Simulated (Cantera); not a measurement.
Feed: 1 mol B, 0.37 mol H2O, 77 mol N2, equilibrated at 593 Torr.

Method: chemical equilibrium by Gibbs-energy minimisation in Cantera with the NASA 1993 tables (ideal gas, pure condensed phases). Candidate condensed phases: B, BN, B2O3, B3O3H3, H2O; 39 gas species. Mutual solubility and eutectic melting of coexisting phases are not modelled. The numbers say what is thermodynamically allowed, not how fast it happens.

Task: Which condensed phases are stable at each of these points (T (°C)): 1427, 1502, 1577, 1652, 1727, 1802, 1877, 1952, 2027, 2102?

Result: 
```json
[
 {"T (°C)": "1427", "condensed phases": "BN(s) + B2O3(l)", "B condensed (%)": "77.6"},
 {"T (°C)": "1502", "condensed phases": "BN(s)", "B condensed (%)": "75.7"},
 {"T (°C)": "1577", "condensed phases": "BN(s)", "B condensed (%)": "74.5"},
 {"T (°C)": "1652", "condensed phases": "BN(s)", "B condensed (%)": "72.8"},
 {"T (°C)": "1727", "condensed phases": "BN(s)", "B condensed (%)": "70.7"},
 {"T (°C)": "1802", "condensed phases": "BN(s)", "B condensed (%)": "68.4"},
 {"T (°C)": "1877", "condensed phases": "BN(s)", "B condensed (%)": "66.1"},
 {"T (°C)": "1952", "condensed phases": "BN(s)", "B condensed (%)": "64.5"},
 {"T (°C)": "2027", "condensed phases": "BN(s)", "B condensed (%)": "63.6"},
 {"T (°C)": "2102", "condensed phases": "BN(s)", "B condensed (%)": "63.1"}
]
```

At 1427 °C the condensed part is BN(s) + B2O3(l). From 1502 °C to 2102 °C the condensed part is BN(s).
